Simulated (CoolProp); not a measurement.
Saturated liquid density (kg/m³) of ammonia: the reference equation beside estimates from Tc = 132.4 °C, pc = 11.36 MPa, ω = 0.256. Rackett uses Z = 0.29056 − 0.08775 ω.

Values from CoolProp's reference Helmholtz-energy equation of state, Gao 2020.

| T (°C) | reference | Rackett | van der Waals | Redlich-Kwong | Soave-Redlich-Kwong | Peng-Robinson |
|---|---|---|---|---|---|---|
| -25.05 | 671.4 | 584.5 | 350.9 | 515.8 | 532.2 | 600.9 |
| -21.05 | 666.3 | 580.2 | 348.5 | 511.6 | 528.4 | 596.8 |
| -17.05 | 661.2 | 575.9 | 346.0 | 507.3 | 524.4 | 592.5 |
| -13.05 | 656.0 | 571.5 | 343.5 | 502.9 | 520.4 | 588.1 |
| -9.05 | 650.8 | 567.0 | 340.9 | 498.4 | 516.3 | 583.7 |
| -5.05 | 645.4 | 562.6 | 338.3 | 493.9 | 512.0 | 579.1 |
| -1.05 | 640.1 | 558.0 | 335.7 | 489.2 | 507.7 | 574.3 |
| 2.95 | 634.6 | 553.4 | 333.0 | 484.5 | 503.2 | 569.5 |
| 6.95 | 629.1 | 548.7 | 330.2 | 479.6 | 498.7 | 564.5 |
| 10.95 | 623.4 | 544.0 | 327.4 | 474.7 | 494.0 | 559.3 |
| 14.95 | 617.7 | 539.2 | 324.6 | 469.6 | 489.2 | 554.1 |
| 18.95 | 611.9 | 534.3 | 321.7 | 464.4 | 484.2 | 548.6 |
| 22.95 | 606.0 | 529.3 | 318.7 | 459.2 | 479.2 | 543.0 |

Absolute difference from the reference over all 13 rows, mean and median: Rackett 12.8 and 12.8 %, van der Waals 47.6 and 47.6 %, Redlich-Kwong 23.6 and 23.6 %, Soave-Redlich-Kwong 20.7 and 20.7 %, Peng-Robinson 10.3 and 10.3 %.
